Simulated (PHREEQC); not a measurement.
Make-up at 45 °C: 0.12 mol/kgw KHCO3, 0.0008 mol/kgw MnSO4 and 0.0042 mol/kgw LiBr. Closed to the air; pH follows from the charge balance.

Equilibrium calculation in PHREEQC: ion-association model, wateq4f.dat.

**Question.** The ionic strength comes out as 0.126 mol/kgw. What activity coefficients do SO4-2, OH-, KSO4-, MnHCO3+, Li+ get?

**Answer.** SO4-2 0.33, OH- 0.74, KSO4- 0.77, MnHCO3+ 0.76, Li+ 0.78.

This is a speciation only: nothing precipitates in the calculation. The solution is supersaturated, for example in Rhodochrosite, so a real one may precipitate; this is no full list. Constants without temperature data keep their 25 °C values here.
